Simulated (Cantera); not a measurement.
A Cantera script and what it prints.

```python
import numpy as np
import cantera as ct

gas_names = [...]  # 77 gases of nasa_gas.yaml made of C, H, Ti
cond_names = """
    C(gr) C6H6(L) C7H8(L) C8H18(L),n-octa Ti(a) Ti(b) Ti(L) TiC(s) TiC(L)
""".split()


# ... load() reads the species with a 1 bar reference pressure and builds the phases ...
atoms = {
    'Ti': {'Ti': 1},
    'C3H8': {'C': 3, 'H': 8},
}
top_T = {'C(gr)': 4500}  # K; cautious upper limits of use, not melting points


# ... equilibrate(T, P, feed) seeds the gas with the atoms and calls Mixture.equilibrate('TP', solver="vcs", rtol=1e-11, max_steps=5000) ...
results = []
T = 1950  # K
P = 35000  # Pa
for m in [0.079, 0.1, 0.14, 0.18, 0.24, 0.32, 0.42, 0.55, 0.73, 0.96, 1.3, 1.7, 2.2]:
    feed = {'Ti': 1, 'C3H8': m}  # mol
    mix = equilibrate(T, P, feed)
    results.append((T, P, feed, dict(zip(mix.species_names, mix.species_moles))))

top = {s: max(r[3][s] / sum(r[3][g] for g in gas_names) for r in results) for s in gas_names}
cols = sorted((s for s in top if top[s] > 1e-06), key=lambda s: -top[s])[:8]
seen = [c for c in cond_names if any(r[3].get(c, 0) > 1e-12 for r in results)]
print("log10 of partial pressures in bar; condensed amounts in mol")
print(f"{'n(C3H8)':>10s}" + "".join(f"{s[:9]:>10s}" for s in cols + seen))
for T, P, feed, n in results:
    ng = sum(n[g] for g in gas_names)
    print(f"{feed['C3H8']:10.4g}" + "".join(f"{np.log10(max(n[s] / ng * P / 1e5, 1e-99)):10.3f}" for s in cols)
          + "".join(f"{n.get(c, 0):10.4g}" for c in seen))
```

Result:

```
log10 of partial pressures in bar; condensed amounts in mol
   n(C3H8)        H2         H C2H2,acet       CH4        Ti       CH3      C2H4     C(gr)     Ti(L)    TiC(s)
     0.079    -0.457    -3.169   -12.224    -8.479    -5.296    -9.892   -14.728         0     0.763     0.237
       0.1    -0.457    -3.169   -12.224    -8.479    -5.296    -9.892   -14.728         0       0.7       0.3
      0.14    -0.457    -3.169   -12.224    -8.479    -5.296    -9.892   -14.728         0      0.58      0.42
      0.18    -0.457    -3.169   -12.224    -8.479    -5.296    -9.892   -14.728         0      0.46      0.54
      0.24    -0.457    -3.169   -12.224    -8.479    -5.296    -9.892   -14.728         0      0.28      0.72
      0.32    -0.457    -3.169   -12.224    -8.479    -5.296    -9.892   -14.728         0   0.03998      0.96
      0.42    -0.457    -3.169    -3.719    -4.227    -9.549    -5.640    -6.224    0.2579         0         1
      0.55    -0.457    -3.169    -3.719    -4.227    -9.549    -5.640    -6.224    0.6472         0         1
      0.73    -0.457    -3.169    -3.719    -4.227    -9.549    -5.640    -6.224     1.186         0         1
      0.96    -0.457    -3.169    -3.719    -4.227    -9.549    -5.640    -6.224     1.875         0         1
       1.3    -0.457    -3.169    -3.719    -4.227    -9.549    -5.640    -6.224     2.893         0         1
       1.7    -0.457    -3.169    -3.719    -4.227    -9.549    -5.640    -6.224     4.091         0         1
       2.2    -0.457    -3.169    -3.719    -4.227    -9.549    -5.640    -6.224     5.589         0         1
```

Method: chemical equilibrium by Gibbs-energy minimisation in Cantera with the NASA 1993 tables (ideal gas, pure condensed phases). Mutual solubility and eutectic melting of coexisting phases are not modelled. TiC: taken at fixed stoichiometry. Condensed phases not in the tables: N, O or C dissolved in the metal.
